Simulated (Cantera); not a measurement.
# Equilibrium for silicon oxide and oxynitride deposition: SiCl4 + H2O + N2

A closed system holds: 1 mol SiCl4, 1.2 mol H2O, a varied amount of N2, held at 1050 K and 96.0 Pa.

Method: chemical equilibrium by Gibbs-energy minimisation in Cantera with the NASA 1993 tables (ideal gas, pure condensed phases). Candidate condensed phases: H2O, NH4Cl, Si, SiO2, Si2N2O, Si3N4; 47 gas species. Kinetics and transport are ignored.

From 14 mol N2 to 170 mol N2 the condensed part is SiO2(β-quartz). The main Si-bearing gas is SiCl4 throughout.

```csv
n(N2) (mol),log p N2,log p HCl,log p SiCl4,log p Cl,log p H2,log p SiCl3,n SiO2(β-quartz)
14,-3.10,-3.86,-4.64,-7.85,-8.28,-8.39,0.600
19,-3.08,-3.98,-4.75,-7.92,-8.36,-8.44,0.600
25,-3.06,-4.08,-4.86,-7.99,-8.44,-8.48,0.600
33,-3.05,-4.19,-4.97,-8.06,-8.53,-8.52,0.600
43,-3.05,-4.30,-5.08,-8.12,-8.61,-8.56,0.600
57,-3.04,-4.41,-5.19,-8.20,-8.70,-8.61,0.600
75,-3.03,-4.53,-5.31,-8.26,-8.79,-8.65,0.600
99,-3.03,-4.65,-5.42,-8.34,-8.88,-8.70,0.600
130,-3.03,-4.76,-5.54,-8.41,-8.97,-8.74,0.600
170,-3.02,-4.88,-5.65,-8.47,-9.06,-8.79,0.600
```
log p: log10 of the partial pressure in bar; n: condensed amount in mol.
